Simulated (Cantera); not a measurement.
Low-pressure radical oxidation in H2/O2

An isothermal, constant-pressure homogeneous reactor starts with H₂ : O₂ : N₂ = 0.026 : 1 : 2 (molar parts), at 1425 K and 0.0132 atm.

Model: GRI-Mech 3.0 (53 species, 325 reactions), integrated in Cantera. Radical loss at walls, strong at low pressure, is not modelled.

```csv
t (s),x H₂,x O₂,x OH,x O,x HO₂,x H
0.000200,0.00859,0.330,1.43e-8,1.52e-8,1.86e-8,7.52e-9
0.000773,0.00859,0.330,1.51e-7,1.73e-7,7.18e-8,4.12e-8
0.00299,0.00850,0.330,4.73e-5,5.58e-5,2.89e-7,1.17e-5
0.0116,8.05e-5,0.323,0.00115,0.00700,2.91e-7,0.000541
0.0447,7.53e-5,0.323,0.00111,0.00661,2.83e-7,0.000495
0.173,6.19e-5,0.324,0.00101,0.00535,2.59e-7,0.000363
0.669,3.26e-5,0.326,0.000736,0.00273,1.87e-7,0.000134
2.59,7.41e-6,0.327,0.000352,0.000603,7.70e-8,1.41e-5
10.0,9.17e-7,0.327,0.000124,7.37e-5,1.96e-8,6.05e-7
```
x: mole fraction; the columns are a selection and need not sum to one.

Equilibrium at this temperature and pressure: H₂ 8.64e-8, O₂ 0.327, OH 3.81e-5, O 6.92e-6, HO₂ 1.54e-8, H 1.75e-8 (gas phase only).
